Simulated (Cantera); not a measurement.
A closed system holds: 1 mol Pb, 2.8 mol H2, 50 mol N2, 1.5 mol O2, at 3080 Torr.

Method: chemical equilibrium by Gibbs-energy minimisation in Cantera with the NASA 1993 tables (ideal gas, pure condensed phases). Candidate condensed phases: H2O, Pb, PbO, PbO2, Pb3O4; 27 gas species. Each liquid is taken as pure. Mutual solubility and eutectic melting of coexisting phases are not modelled. Gases not in the tables: (PbO)n polymers. Kinetics and transport are ignored.

Task: Which condensed phases are stable at each of these points (T (K)): 623, 723, 823, 923, 1023, 1123, 1223, 1323, 1423, 1523?

Result: 
| T (K) | condensed phases | Pb condensed (%) |
|---|---|---|
| 623 | Pb(l) + PbO(red) | 100.0 |
| 723 | Pb(l) + PbO(red) | 100.0 |
| 823 | Pb(l) + PbO(yellow) | 100.0 |
| 923 | Pb(l) + PbO(yellow) | 100.0 |
| 1023 | Pb(l) + PbO(yellow) | 100.0 |
| 1123 | Pb(l) + PbO(yellow) | 99.7 |
| 1223 | Pb(l) + PbO(l) | 98.7 |
| 1323 | Pb(l) + PbO(l) | 94.6 |
| 1423 | Pb(l) + PbO(l) | 81.5 |
| 1523 | Pb(l) + PbO(l) | 44.9 |

From 623 K to 723 K the condensed part is Pb(l) + PbO(red). From 823 K to 1123 K the condensed part is Pb(l) + PbO(yellow). From 1223 K to 1523 K the condensed part is Pb(l) + PbO(l).
